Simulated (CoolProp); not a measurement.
Model: reference Helmholtz-energy equation of state, Thol 2019, in CoolProp.

For tetradecamethylhexasiloxane (MD4M), give the phase and the Joule-Thomson coefficient (K/MPa), isothermal compressibility (1/MPa), expansivity (1/kK), fugacity coefficient at 196.05 °C and 0.592 MPa; 196.05 °C and 1.78 MPa.


- 196.05 °C and 0.592 MPa: liquid; Joule-Thomson coefficient -0.194, isothermal compressibility 0.00627, expansivity 1.52, fugacity coefficient 0.0346
- 196.05 °C and 1.78 MPa: liquid; Joule-Thomson coefficient -0.216, isothermal compressibility 0.00576, expansivity 1.44, fugacity coefficient 0.0140
